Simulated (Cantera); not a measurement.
A perfectly stirred reactor is fed with 0.803 % H2, 99.2 % O2, equivalence ratio 0.0040, at 0.00670 bar; it is held at 1148 K, and followed from long to short residence time.

Model: the H2/O2 subset of GRI-Mech 3.0, which has no nitrogen chemistry, integrated in Cantera. Radical loss at walls, strong at low pressure, is not modelled.

One state of this run: x H2 = 0.00104; x O2 = 0.986; x H2O = 0.00623; x OH = 0.00103; x H2O2 = 2.74e-8; x O = 0.00530. x: mole fraction; the columns are a selection and need not sum to one.

Which value of τ (s) does it belong to?
(A) 0.066
(B) 0.0028
(C) 0.023
(D) 1.6

C, 0.023
